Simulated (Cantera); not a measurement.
What does this Cantera script print?

```python
import numpy as np
import cantera as ct

gas_names = """
    N NO NO2 NO3 N2 N2O O O2 O3 Zr ZrN ZrO ZrO2
""".split()
cond_names = """
    Zr(a) Zr(b) Zr(L) ZrN(s) ZrN(L) ZrO2(a) ZrO2(b) ZrO2(L)
""".split()


# ... load() reads the species with a 1 bar reference pressure and builds the phases ...
atoms = {
    'Zr': {'Zr': 1},
    'N2O': {'N': 2, 'O': 1},
    'N2': {'N': 2},
}
top_T = {}  # K; cautious upper limits of use, not melting points


# ... equilibrate(T, P, feed) seeds the gas with the atoms and calls Mixture.equilibrate('TP', solver="vcs", rtol=1e-11, max_steps=5000) ...
results = []
feed = {'Zr': 1, 'N2O': 2.8, 'N2': 1.9}  # mol
P = 0.11  # Pa
for T in [1423, 1498, 1573, 1648, 1723, 1798, 1873, 1948, 2023, 2098, 2173, 2248]:
    mix = equilibrate(T, P, feed)
    results.append((T, P, feed, dict(zip(mix.species_names, mix.species_moles))))

top = {s: max(r[3][s] / sum(r[3][g] for g in gas_names) for r in results) for s in gas_names}
cols = sorted((s for s in top if top[s] > 0.001), key=lambda s: -top[s])[:7]
seen = [c for c in cond_names if any(r[3].get(c, 0) > 1e-12 for r in results)]
print("log10 of partial pressures in bar; condensed amounts in mol")
print(f"{'T/K':>10s}" + "".join(f"{s[:9]:>10s}" for s in cols + seen))
for T, P, feed, n in results:
    ng = sum(n[g] for g in gas_names)
    print(f"{T:10.4g}" + "".join(f"{np.log10(max(n[s] / ng * P / 1e5, 1e-99)):10.3f}" for s in cols)
          + "".join(f"{n.get(c, 0):10.4g}" for c in seen))
```

Result:

```
log10 of partial pressures in bar; condensed amounts in mol
       T/K        N2         O        O2      ZrO2        NO   ZrO2(a)   ZrO2(b)
      1423    -5.994    -9.404    -7.067   -18.748    -9.225         1         0
      1498    -5.994    -8.939    -7.069   -17.299    -9.058         0         1
      1573    -5.995    -8.519    -7.076   -15.999    -8.909         0         1
      1648    -5.996    -8.141    -7.089   -14.818    -8.778         0         1
      1723    -5.998    -7.803    -7.115   -13.742    -8.666         0         1
      1798    -6.001    -7.506    -7.167   -12.757    -8.577         0         1
      1873    -6.006    -7.257    -7.260   -11.853    -8.520         0         1
      1948    -6.012    -7.062    -7.420   -11.020    -8.505         0         1
      2023    -6.019    -6.931    -7.665   -10.249    -8.540         0    0.9997
      2098    -6.023    -6.858    -7.990    -9.535    -8.620         0    0.9985
      2173    -6.026    -6.824    -8.361    -8.872    -8.728         0     0.993
      2248    -6.029    -6.809    -8.742    -8.253    -8.847         0    0.9681
```

Cantera equilibrium calculation (NASA polynomials, part measured and part estimated; ideal gas, pure solids and liquids).
